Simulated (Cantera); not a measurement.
Feed: 1 mol SiC, 0.8 mol CO2, 75 mol H2, at 1198.15 K and 21.0 mbar.

Method: chemical equilibrium by Gibbs-energy minimisation in Cantera with the NASA 1993 tables (ideal gas, pure condensed phases). Candidate condensed phases: C, C6H6, C7H8, C8H18, H2O, Si, SiC, SiO2; 123 gas species. Mutual solubility and eutectic melting of coexisting phases are not modelled. The tables hold silica as quartz up to 1696 K and as liquid above; real silica turns to tridymite and cristobalite and melts near 1996 K. Rates play no part.

**Question.** What is the equilibrium state?

**Answer.** 
```json
{
 "x(H2)": "0.997",
 "x(CO)": "0.00247",
 "x(CH4)": "0.000335",
 "x(H2O)": "1.37e-6",
 "x(H)": "1.31e-6",
 "n(C(graphite))": "1.30 mol",
 "n(SiC(s))": "0.293 mol",
 "n(SiO2(β-quartz))": "0.707 mol",
 "gas_amount": "75.16 mol",
 "log10 activity of Si(s) (absent)": "-2.78"
}
```
